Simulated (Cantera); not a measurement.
## Calcination and drying: MgSO₄ + CO₂ + H₂O

Input: 1 mol MgSO₄, 0.056 mol CO₂, 9.4 mol H₂O, equilibrated at 1025 K and 0.690 bar.

These are equilibrium values from Cantera (NASA tables, ideal gas, pure condensed phases), not measurements of a reactor. Candidate condensed phases: C, C₆H₆, C₇H₈, C₈H₁₈, H₂O, H₂SO₄, Mg, MgCO₃, MgO, Mg(OH)₂, MgS, MgSO₄, S; 130 gas species. Mutual solubility and eutectic melting of coexisting phases are not modelled. Kinetics and transport are ignored.

```
Property                                      Value
--------------------------------------  -----------
x(H₂O)                                        0.993
x(CO₂)                                      0.00592
x(SO₂)                                     0.000759
x(O₂)                                      0.000379
x(SO₃)                                      1.67e-5
n(MgO(s))                               0.00734 mol
n(MgSO₄(s))                               0.993 mol
gas amount                                9.467 mol
log10 activity of S(l) (absent)              -14.74
log10 activity of C(graphite) (absent)       -18.98
log10 activity of Mg(l) (absent)             -23.19
```
